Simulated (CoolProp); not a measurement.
Vapour-liquid equilibrium of n-butane (1) + R245fa (2) at 0.637 MPa; x and y are mole fractions of (1).

Computed with CoolProp (multi-fluid Helmholtz-energy mixture model, Bücker 2006 and Akasaka 2015; pair parameters Bell 2016).

### Question
Give the bubble temperature and the first vapour's composition at x = 0.5, 0.65, 0.8. Is there an azeotrope?

### Answer
x = 0.5: 324.0 K, y = 0.587; x = 0.65: 323.7 K, y = 0.636; x = 0.8: 324.6 K, y = 0.708. y crosses x between x = 0.5 and 0.65: the model has an azeotrope there.

Pair parameters are fitted to limited data, so mixtures are less certain than the pure fluids.
